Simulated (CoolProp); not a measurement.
Saturated liquid density (kg/m³) of R1123: the reference equation beside estimates from Tc = 331.7 K, pc = 4549 kPa, ω = 0.243.

Model: reference Helmholtz-energy equation of state, Akasaka 2020, in CoolProp.

| T (K) | reference | van der Waals | Soave-Redlich-Kwong | Peng-Robinson |
|---|---|---|---|---|
| 205.4 | 1364 | 822.8 | 1245 | 1406 |
| 208.2 | 1356 | 817.8 | 1237 | 1398 |
| 211 | 1347 | 812.8 | 1229 | 1389 |
| 213.8 | 1339 | 807.7 | 1221 | 1380 |
| 216.6 | 1330 | 802.5 | 1213 | 1371 |
| 219.4 | 1321 | 797.2 | 1204 | 1362 |
| 222.2 | 1312 | 791.9 | 1195 | 1352 |
| 225 | 1303 | 786.5 | 1186 | 1342 |
| 227.8 | 1294 | 781.0 | 1177 | 1332 |
| 230.6 | 1284 | 775.4 | 1168 | 1322 |
| 233.4 | 1275 | 769.7 | 1158 | 1312 |
| 236.2 | 1265 | 763.9 | 1148 | 1301 |
| 239 | 1256 | 758.1 | 1138 | 1290 |
| 241.8 | 1246 | 752.1 | 1128 | 1279 |

Absolute difference from the reference over all 14 rows, mean and median: van der Waals 39.6 and 39.6 %, Soave-Redlich-Kwong 9.0 and 8.9 %, Peng-Robinson 3.0 and 3.0 %.
